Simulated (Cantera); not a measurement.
Input (Python, Cantera) and output of one run.

```python
import numpy as np
import cantera as ct

gas_names = """
    H HO2 H2 H2O H2O2 O OH O2 O3 Si SiH SiH2 SiH3 SiH4 SiO SiO2 Si2 Si3
""".split()
cond_names = """
    H2O(s) H2O(L) Si(cr) Si(L) SiO2(Lqz) SiO2(hqz) SiO2(L)
""".split()


# ... load() reads the species with a 1 bar reference pressure and builds the phases ...
atoms = {
    'SiH4': {'Si': 1, 'H': 4},
    'O2': {'O': 2},
}
top_T = {}  # K; cautious upper limits of use, not melting points


# ... equilibrate(T, P, feed) seeds the gas with the atoms and calls Mixture.equilibrate('TP', solver="vcs", rtol=1e-11, max_steps=5000) ...
results = []
T = 750  # K
P = 5500  # Pa
for m in [0.3, 0.44, 0.65, 0.97, 1.4, 2.1, 3.1, 4.6, 6.9, 10, 15]:
    feed = {'SiH4': 1, 'O2': m}  # mol
    mix = equilibrate(T, P, feed)
    results.append((T, P, feed, dict(zip(mix.species_names, mix.species_moles))))

top = {s: max(r[3][s] / sum(r[3][g] for g in gas_names) for r in results) for s in gas_names}
cols = sorted((s for s in top if top[s] > 1e-06), key=lambda s: -top[s])[:9]
seen = [c for c in cond_names if any(r[3].get(c, 0) > 1e-12 for r in results)]
print("log10 of partial pressures in bar; condensed amounts in mol")
print(f"{'n(O2)':>10s}" + "".join(f"{s[:9]:>10s}" for s in cols + seen))
for T, P, feed, n in results:
    ng = sum(n[g] for g in gas_names)
    print(f"{feed['O2']:10.4g}" + "".join(f"{np.log10(max(n[s] / ng * P / 1e5, 1e-99)):10.3f}" for s in cols)
          + "".join(f"{n.get(c, 0):10.4g}" for c in seen))
```

Result:

```
log10 of partial pressures in bar; condensed amounts in mol
     n(O2)        H2       H2O        O2    Si(cr) SiO2(Lqz)
       0.3    -1.260   -13.867   -53.929       0.7       0.3
      0.44    -1.260   -13.867   -53.929      0.56      0.44
      0.65    -1.260   -13.867   -53.929      0.35      0.65
      0.97    -1.260   -13.867   -53.929      0.03      0.97
       1.4    -1.481    -1.658   -29.067         0         1
       2.1   -14.347    -1.281    -2.582         0         1
       3.1   -14.953    -1.450    -1.710         0         1
       4.6   -15.225    -1.621    -1.507         0         1
       6.9   -15.451    -1.797    -1.408         0         1
        10   -15.638    -1.959    -1.357         0         1
        15   -15.831    -2.135    -1.322         0         1
```

Equilibrium computed with Cantera from the NASA thermochemical tables; the gas is ideal and each condensed phase is pure.
